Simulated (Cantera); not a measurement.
Charge: 1 mol CS2, 0.16 mol H2, 1.1 mol O2, a varied amount of H2O, held at 2527 °C and 0.100 bar.

These are equilibrium values from Cantera (NASA tables, ideal gas, pure condensed phases), not measurements of a reactor. Candidate condensed phases: C, C6H6, C7H8, C8H18, H2O, H2SO4, S; 123 gas species. Kinetics and transport are ignored.

Problem. At 6 mol H2O, list the 5 most abundant gas species with their mole fractions, and the condensed phases.

Solution. H2O 0.313, H2 0.199, H 0.116, SO2 0.0992, CO 0.0792. Condensed: gas only.
